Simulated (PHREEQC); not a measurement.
A PHREEQC input (ion-association model, phreeqc.dat):

```
SOLUTION 1
  temp 353.15
  units mg/kgw
  pH 7.45
  pe 10
  Na 1930
  K 671
  Ca 196
  Mg 1.09
  Cl 3240
  S(6) 1100 as SO4
  Alkalinity 0.914 as HCO3
  B 0.238
  Br 95.2
END
USE solution 1
EQUILIBRIUM_PHASES 1
  Quartz 0 0.5
  CO2(g) -2 10
END
```

It stops with these messages:

```
WARNING: Fitting range for dielectric constant of pure water is 0-350 C.
WARNING: Maximum iterations exceeded, 100
WARNING: Maximum iterations exceeded, 100
WARNING: The program has failed to converge to a numerical solution.
ERROR:           Alkalinity has not converged. Total: 1.497892e-05	Calculated: 5.582790e-06	Residual: 9.396126e-06
ERROR: Is non-carbonate alkalinity greater than total alkalinity?
ERROR:                    B has not converged. Total: 2.201665e-05	Calculated: 1.106701e-05	Residual: 1.094964e-05
ERROR:                   Br has not converged. Total: 1.191430e-03	Calculated: 3.732141e-04	Residual: 8.182156e-04
ERROR:                   Ca has not converged. Total: 4.890220e-03	Calculated: 2.212105e-03	Residual: 2.678115e-03
ERROR:                   Cl has not converged. Total: 9.138860e-02	Calculated: 3.055403e-02	Residual: 6.083457e-02
ERROR:                    K has not converged. Total: 1.716025e-02	Calculated: 4.667191e-03	Residual: 1.249306e-02
ERROR:                   Mg has not converged. Total: 4.483383e-05	Calculated: 1.159998e-05	Residual: 3.323384e-05
ERROR:                   Na has not converged. Total: 8.395027e-02	Calculated: 2.231209e-02	Residual: 6.163819e-02
ERROR:                 S(6) has not converged. Total: 1.145070e-02	Calculated: 5.121235e-03	Residual: 6.329465e-03
ERROR:               A(H2O) Activity of water has not converged. 	Residual: 1.600111e+01
ERROR: Model failed to converge for initial solution  1.
```

Question: What went wrong, and how is it mended?

Answer: The fault: the temperature typed in kelvin. The line should read `temp 80` where the input has `temp 353.15`. With the mend the run ends at pH 5.47 and ionic strength 0.122 mol/kgw.
